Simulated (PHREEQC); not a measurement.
Solution (20 °C): 0.16 mol KH2PO4 and 0.0045 mol NaCl per kg of water. Closed to the air; pH follows from the charge balance.

The numbers come from PHREEQC with the ion-association model, wateq4f.dat.

No solid was allowed to form.

**Question.** Predict the pH, ionic strength.

**Answer.** pH 4.42; ionic strength 0.165 mol/kgw.

Complexes and solids missing from the database can't appear. H3PO4, which wateq4f.dat lacks, is added to it with the constant of phreeqc.dat.
